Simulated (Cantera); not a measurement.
An isothermal, constant-pressure homogeneous reactor starts with H2 : O2 = 0.16 : 1 (molar parts), equivalence ratio 0.080, at 1200 K and 7.35 Torr.

Model: the H2/O2 subset of GRI-Mech 3.0, which has no nitrogen chemistry, integrated in Cantera. Radical loss at walls, strong at low pressure, is not modelled. The temperature is held fixed by assumption; the heat of reaction is taken as removed at once.

One state of this run: x H2 = 1.70e-5; x O2 = 0.851; x OH = 0.000465; x H = 6.48e-6; x HO2 = 4.05e-7; x H2O2 = 4.33e-8; x H2O = 0.148. x: mole fraction; the columns are a selection and need not sum to one.

Which value of t (s) does it belong to?
(A) 1.00e-6
(B) 0.535
(C) 3.74e-6
(D) 0.00273

B, 0.535
